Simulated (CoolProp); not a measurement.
The numbers come from the reference Helmholtz-energy equation of state, Lemmon 2006 in CoolProp. It is a short technical equation, of lower accuracy than the large ones.

Problem. Give the vapour pressure (MPa), liquid density (kg/m³), vapour density (kg/m³), enthalpy of vaporisation (kJ/kg) of saturated n-decane at 189.05, 203.35 °C.

Solution. 
| T (°C) | p (MPa) | liquid density (kg/m³) | vapour density (kg/m³) | enthalpy of vaporisation (kJ/kg) |
|---|---|---|---|---|
| 189.05 | 0.146 | 590 | 5.89 | 266 |
| 203.35 | 0.202 | 576 | 8.08 | 256 |
